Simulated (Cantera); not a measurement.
What does this Cantera script print?

```python
import numpy as np
import cantera as ct

gas = ct.Solution("gri30.yaml")
gas.TPX = 1400, 13332, {'H2': 0.96, 'O2': 1, 'N2': 3}
reactor = ct.IdealGasConstPressureReactor(gas, energy="off", clone=False)
net = ct.ReactorNet([reactor])
net.rtol, net.atol = 1e-08, 1e-18
show = ['H2', 'O2', 'H', 'N2O', 'H2O2']
times = np.geomspace(7e-05, 200, 10)

steps = ct.SolutionArray(gas, extra=["t"])
rows = []
print(f"{'t/s':>10s}{'T/K':>9s}{'P/Pa':>11s}" + "".join(f"{s:>11s}" for s in show))
for t in times:
    while net.time < t:
        t_next = net.step()
        steps.append(gas.state, t=t_next)
    rows.append([np.interp(t, steps.t, y) for y in (steps.T, steps.P, *steps(*show).X.T)])
    print(f"{t:10.3e}{rows[-1][0]:9.1f}{rows[-1][1]:11.4g}" + "".join(f"{x:11.3e}" for x in rows[-1][2:]))
rate = np.gradient(steps.T, steps.t)
print("integrator steps:", len(steps.t))
if steps.T.max() > steps.T[0] + 200:
    print(f"time of steepest temperature rise: {steps.t[rate.argmax()]:.4e} s")
gas.TPX = 1400, 13332, {'H2': 0.96, 'O2': 1, 'N2': 3}
gas.equilibrate("TP")
print(f"equilibrium (TP): T = {gas.T:.1f} K  " + "  ".join(f"{s} {gas[s].X[0]:.3e}" for s in show))
```

Result:

```
       t/s      T/K       P/Pa         H2         O2          H        N2O       H2O2
 7.000e-05   1400.0  1.333e+04  1.931e-01  2.014e-01  2.392e-04  7.395e-12  2.102e-08
 3.651e-04   1400.0  1.333e+04  1.814e-02  1.149e-01  5.711e-02  1.817e-08  9.465e-07
 1.904e-03   1400.0  1.333e+04  4.559e-03  1.147e-01  5.177e-03  3.927e-08  8.671e-07
 9.933e-03   1400.0  1.333e+04  1.506e-04  1.158e-01  2.910e-05  8.746e-08  1.549e-07
 5.181e-02   1400.0  1.333e+04  9.081e-06  1.160e-01  4.522e-07  1.015e-07  2.177e-08
 2.702e-01   1400.0  1.333e+04  1.351e-06  1.160e-01  2.672e-08  7.279e-08  4.597e-09
 1.409e+00   1400.0  1.333e+04  7.846e-07  1.160e-01  1.190e-08  1.563e-08  2.983e-09
 7.352e+00   1400.0  1.333e+04  7.834e-07  1.160e-01  1.187e-08  1.063e-08  2.980e-09
 3.834e+01   1400.0  1.333e+04  7.834e-07  1.160e-01  1.187e-08  1.063e-08  2.980e-09
 2.000e+02   1400.0  1.333e+04  7.834e-07  1.160e-01  1.187e-08  1.063e-08  2.980e-09
integrator steps: 1872
equilibrium (TP): T = 1400.0 K  H2 7.843e-07  O2 1.158e-01  H 1.188e-08  N2O 1.065e-08  H2O2 2.977e-09
```

Cantera simulation using GRI-Mech 3.0 (53 species, 325 reactions); the numbers are that mechanism's predictions, not measurements. The temperature is held fixed by assumption; the heat of reaction is taken as removed at once.
